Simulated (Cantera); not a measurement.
An isothermal, constant-pressure homogeneous reactor starts with 14.1 % H2, 10.1 % O2, 75.8 % N2, at 1375 K and 30000 Pa.

Computed with Cantera and GRI-Mech 3.0 (53 species, 325 reactions). The temperature is held fixed by assumption; the heat of reaction is taken as removed at once.

x: mole fraction; the columns are a selection and need not sum to one.

```tsv
t (s)	x H2	x O2	x HO2	x H2O	x N2O
2.00e-5	0.141	0.101	___	4.10e-7	<1e-12
4.69e-5	0.141	0.101	___	2.41e-5	2.23e-12
0.000110	0.0609	0.0654	___	0.0565	6.96e-9
0.000257	0.0159	0.0416	8.15e-6	0.107	2.85e-8
0.000602	0.00965	0.0368	7.75e-6	0.130	3.69e-8
0.00141	0.00343	0.0335	___	0.146	5.65e-8
0.00331	0.000704	0.0326	___	0.151	8.92e-8
0.00775	0.000119	0.0325	___	0.152	1.17e-7
0.0181	2.42e-5	0.0326	___	0.152	1.31e-7
0.0425	6.46e-6	0.0326	___	0.152	1.33e-7
0.0996	2.16e-6	0.0326	___	0.152	1.21e-7
0.233	9.01e-7	0.0326	___	0.152	8.87e-8
0.547	5.36e-7	0.0326	1.68e-8	0.152	4.24e-8
1.28	4.75e-7	0.0326	1.66e-8	0.152	1.31e-8
3.00	4.74e-7	0.0326	1.66e-8	0.152	9.05e-9
```

Problem. Complete the blanks.

Solution. 
- 2.00e-5, x HO2: 1.11e-7
- 4.69e-5, x HO2: 5.77e-7
- 0.000110, x HO2: 9.64e-6
- 0.00141, x HO2: 6.55e-6
- 0.00331, x HO2: 3.81e-6
- 0.00775, x HO2: 1.16e-6
- 0.0181, x HO2: 2.89e-7
- 0.0425, x HO2: 8.52e-8
- 0.0996, x HO2: 3.32e-8
- 0.233, x HO2: 1.96e-8
